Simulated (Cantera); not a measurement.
Equilibrium for abatement and gas-phase synthesis: HCl + O2 + H2

Feed: 1 mol HCl, 0.46 mol O2, 0.00034 mol H2, at 150 Torr.

These are equilibrium values from Cantera (NASA tables, ideal gas, pure condensed phases), not measurements of a reactor. Candidate condensed phases: H2O; 14 gas species. Rates play no part.

From 2175 K to 3075 K nothing is condensed.

```csv
T (K),x HCl,x Cl,x O2,x H2O,x O,x H,x OH,x H2
2175,0.461,0.183,0.249,0.0919,0.00257,0.000219,0.00673,0.000401
2325,0.420,0.219,0.234,0.104,0.00620,0.000834,0.0126,0.00115
2475,0.377,0.252,0.217,0.113,0.0133,0.00269,0.0214,0.00285
2625,0.333,0.281,0.196,0.115,0.0258,0.00746,0.0331,0.00617
2775,0.287,0.307,0.172,0.110,0.0456,0.0181,0.0468,0.0117
2925,0.239,0.327,0.146,0.0956,0.0742,0.0388,0.0599,0.0194
3075,0.188,0.341,0.117,0.0729,0.111,0.0731,0.0685,0.0273
```
x: gas mole fraction; nothing condenses.
